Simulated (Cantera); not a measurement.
Feed: 1 mol TEOS, a varied amount of H2O, held at 1173 K and 13.3 mbar.

Cantera equilibrium calculation (NASA polynomials, part measured and part estimated; ideal gas, pure solids and liquids). Candidate condensed phases: C, C6H6, C7H8, C8H18, H2O, Si, SiC, SiO2; 123 gas species. The feed counts by its element totals alone. The tables hold silica as quartz up to 1696 K and as liquid above; real silica turns to tridymite and cristobalite and melts near 1996 K. Rates play no part.

log p: log10 of the partial pressure in bar; n: condensed amount in mol.

```json
[
 {"n(H2O) (mol)": "1.7", "log p H2": "-1.99", "log p CO": "-2.49", "log p H2O": "-5.94", "log p CO2": "-6.54", "log p CH4": "-5.70", "log p H": "-7.93", "log p C2H2 (acetylene)": "-9.21", "n C(graphite)": "4.30", "n SiO2(β-quartz)": "1.00"},
 {"n(H2O) (mol)": "2.2", "log p H2": "-2.00", "log p CO": "-2.47", "log p H2O": "-5.92", "log p CO2": "-6.49", "log p CH4": "-5.72", "log p H": "-7.93", "log p C2H2 (acetylene)": "-9.22", "n C(graphite)": "3.80", "n SiO2(β-quartz)": "1.00"},
 {"n(H2O) (mol)": "2.7", "log p H2": "-2.01", "log p CO": "-2.44", "log p H2O": "-5.91", "log p CO2": "-6.44", "log p CH4": "-5.73", "log p H": "-7.93", "log p C2H2 (acetylene)": "-9.22", "n C(graphite)": "3.30", "n SiO2(β-quartz)": "1.00"},
 {"n(H2O) (mol)": "3.2", "log p H2": "-2.02", "log p CO": "-2.42", "log p H2O": "-5.89", "log p CO2": "-6.40", "log p CH4": "-5.75", "log p H": "-7.94", "log p C2H2 (acetylene)": "-9.23", "n C(graphite)": "2.80", "n SiO2(β-quartz)": "1.00"},
 {"n(H2O) (mol)": "3.7", "log p H2": "-2.03", "log p CO": "-2.41", "log p H2O": "-5.88", "log p CO2": "-6.37", "log p CH4": "-5.76", "log p H": "-7.94", "log p C2H2 (acetylene)": "-9.24", "n C(graphite)": "(withheld)", "n SiO2(β-quartz)": "1.00"},
 {"n(H2O) (mol)": "4.2", "log p H2": "-2.03", "log p CO": "-2.39", "log p H2O": "-5.87", "log p CO2": "-6.34", "log p CH4": "-5.78", "log p H": "-7.94", "log p C2H2 (acetylene)": "-9.25", "n C(graphite)": "1.80", "n SiO2(β-quartz)": "1.00"},
 {"n(H2O) (mol)": "4.6", "log p H2": "-2.04", "log p CO": "-2.38", "log p H2O": "-5.87", "log p CO2": "-6.32", "log p CH4": "-5.79", "log p H": "-7.95", "log p C2H2 (acetylene)": "-9.25", "n C(graphite)": "1.40", "n SiO2(β-quartz)": "1.00"},
 {"n(H2O) (mol)": "5.1", "log p H2": "-2.04", "log p CO": "-2.37", "log p H2O": "-5.86", "log p CO2": "-6.30", "log p CH4": "-5.80", "log p H": "-7.95", "log p C2H2 (acetylene)": "-9.26", "n C(graphite)": "0.900", "n SiO2(β-quartz)": "1.00"},
 {"n(H2O) (mol)": "5.6", "log p H2": "-2.05", "log p CO": "-2.36", "log p H2O": "-5.86", "log p CO2": "-6.27", "log p CH4": "-5.81", "log p H": "-7.95", "log p C2H2 (acetylene)": "-9.26", "n C(graphite)": "0.401", "n SiO2(β-quartz)": "1.00"},
 {"n(H2O) (mol)": "6.1", "log p H2": "-2.05", "log p CO": "-2.36", "log p H2O": "(withheld)", "log p CO2": "(withheld)", "log p CH4": "(withheld)", "log p H": "-7.95", "log p C2H2 (acetylene)": "(withheld)", "n C(graphite)": "0", "n SiO2(β-quartz)": "1.00"},
 {"n(H2O) (mol)": "6.6", "log p H2": "-2.06", "log p CO": "-2.37", "log p H2O": "-3.63", "log p CO2": "-4.05", "log p CH4": "-8.08", "log p H": "-7.96", "log p C2H2 (acetylene)": "-13.77", "n C(graphite)": "0", "n SiO2(β-quartz)": "1.00"},
 {"n(H2O) (mol)": "7.1", "log p H2": "-2.06", "log p CO": "-2.39", "log p H2O": "-3.37", "log p CO2": "-3.80", "log p CH4": "-8.37", "log p H": "-7.96", "log p C2H2 (acetylene)": "<-13", "n C(graphite)": "0", "n SiO2(β-quartz)": "1.00"},
 {"n(H2O) (mol)": "7.6", "log p H2": "-2.07", "log p CO": "-2.40", "log p H2O": "-3.21", "log p CO2": "-3.65", "log p CH4": "-8.55", "log p H": "-7.96", "log p C2H2 (acetylene)": "<-13", "n C(graphite)": "0", "n SiO2(β-quartz)": "1.00"}
]
```

Q: Complete the blanks.

A: 
- 6.1, log p H2O: -4.40
- 6.1, log p CO2: -4.81
- 6.1, log p CH4: -7.27
- 6.1, log p C2H2 (acetylene): -12.18
- 3.7, n C(graphite): 2.30
